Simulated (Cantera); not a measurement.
Input: 1 mol SiC, a varied amount of O2, 6.5 mol N2, at 1050 °C and 100 Torr.

Method: chemical equilibrium by Gibbs-energy minimisation in Cantera with the NASA 1993 tables (ideal gas, pure condensed phases). Candidate condensed phases: C, Si, SiC, SiO2, Si2N2O, Si3N4; 34 gas species. N2 is the only nitrogen source here; it is nearly inert below about 1500 K, so the nitride shown seldom forms there in practice. Mutual solubility and eutectic melting of coexisting phases are not modelled. The tables hold silica as quartz up to 1696 K and as liquid above; real silica turns to tridymite and cristobalite and melts near 1996 K. Equilibrium is a limit: real reactors are often held back by kinetics, nucleation or transport.

Problem. At 1.2 mol O2, list the 3 most abundant gas species with their mole fractions, and the condensed phases.

Solution. N2 0.863, CO 0.137, CO2 1.80e-5. Condensed: SiO2(β-quartz) + Si2N2O(s).
